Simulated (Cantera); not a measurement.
What does this Cantera script print?

```python
import numpy as np
import cantera as ct

gas_names = """
    CL CL2 H HCL H2 N NH NH2 NH3 N2 N2H2 N2H4 Si SiCL SiCL2 SiCL3 SiCL4 SiH SiHCL3 SiH2 SiH2CL2 SiH3
    SiH3CL SiH4 SiN Si2 Si2N Si3
""".split()
cond_names = """
    NH4CL(a) NH4CL(b) Si(cr) Si(L) Si3N4(a)
""".split()


# ... load() reads the species with a 1 bar reference pressure and builds the phases ...
atoms = {
    'SiCl4': {'Si': 1, 'CL': 4},
    'NH3': {'N': 1, 'H': 3},
    'N2': {'N': 2},
}
top_T = {'Si3N4(a)': 2400}  # K; cautious upper limits of use, not melting points


# ... equilibrate(T, P, feed) seeds the gas with the atoms and calls Mixture.equilibrate('TP', solver="vcs", rtol=1e-11, max_steps=5000) ...
results = []
feed = {'SiCl4': 1, 'NH3': 0.2, 'N2': 4.4}  # mol
T = 1073.15  # K
P = 1000  # Pa
mix = equilibrate(T, P, feed)
results.append((T, P, feed, dict(zip(mix.species_names, mix.species_moles))))
x = sorted(zip(gas.X, gas.species_names), reverse=True)
print(f"T = {T:g} K  P = {P:g} Pa  gas = {mix.phase_moles(0):.4g} mol")
print("   x: " + "  ".join(f"{s} {v:.3e}" for v, s in x if v > 1e-05))
print("   condensed (mol): " + ("  ".join(f"{mix.phase(i).name} {mix.phase_moles(i):.4g}"
      for i in range(1, mix.n_phases) if mix.phase_moles(i) > 1e-12) or "none"))
```

Output:

```
T = 1073.15 K  P = 1000 Pa  gas = 5.846 mol
   x: N2 7.545e-01  SiCL4 1.475e-01  HCL 9.181e-02  H2 5.358e-03  SiCL3 6.025e-04  SiHCL3 1.056e-04  SiCL2 3.933e-05
   condensed (mol): Si3N4(a) 0.04434
```

Method: chemical equilibrium by Gibbs-energy minimisation in Cantera with the NASA 1993 tables (ideal gas, pure condensed phases). The tables' values for SiCl3 are old estimates; treat these amounts as uncertain.
